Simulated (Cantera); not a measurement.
Feed: 1 mol Si, 2.2 mol HCl, 1.6 mol H2, at 573.15 K and 1.70 bar.

Cantera equilibrium calculation (NASA polynomials, part measured and part estimated; ideal gas, pure solids and liquids). Candidate condensed phases: Si; 19 gas species. The numbers say what is thermodynamically allowed, not how fast it happens.

Base state: H2 0.806, SiCl4 0.112, SiHCl3 0.0790, SiH2Cl2 0.00255, HCl 1.62e-5, SiH3Cl 1.56e-5 (mole fractions); condensed: Si(s).

### Question
What changes in the equilibrium state with this change: temperature from 573.15 K to 973.15 K?

### Answer
| species | before | after |
|---|---|---|
| H2 | 0.806 | 0.803 |
| SiCl4 | 0.112 | 0.117 |
| SiHCl3 | 0.0790 | 0.0676 |
| HCl | 1.62e-5 | 0.00781 |
| SiCl2 | <1e-9 | 0.000122 |
| SiCl3 | 7.82e-8 | 0.000706 |
| SiH3Cl | 1.56e-5 | 6.23e-5 |
| SiH2Cl2 | 0.00255 | 0.00408 |
| Si(s), mol | 0.383 | 0.395 |
The tables' values for SiCl3 are old estimates; treat these amounts as uncertain.
